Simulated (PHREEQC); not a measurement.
# Hard or scaling water with mixed reagents: speciation

Solution A (1.9 mmol/kgw CaCl2, 0.055 mmol/kgw Na2SO4 and 0.43 mmol/kgw KCl) is mixed with solution B (2.9 mmol/kgw KOH, 0.63 mmol/kgw NH4BF4 and 0.12 mmol/kgw Na2SiF6) at 6.6 °C; shares are by mass of water, 1 kg in all. Oxygen is held at 0.21 atm. CO2 from the air is kept out. Solids allowed: Gypsum, Fluorite, SiO2(a), Halite, Sylvite. Others were left out.

The series has 11 steps of share of solution B, from 0 to 1.

All values are PHREEQC results (ion-association model, phreeqc.dat), not measurements.

Question: Which solids form, in which order, and at which step of the series does each first stand?

Answer: Fluorite from share of solution B = 0.1 (pH 9.35), last present at share of solution B = 0.9.

At this temperature some constants are extrapolated from 25 °C, and those without enthalpy data are left unchanged. SiF6-2 is the database's only silicon fluoride. Real BF4- forms and hydrolyses slowly; the run takes it at equilibrium.
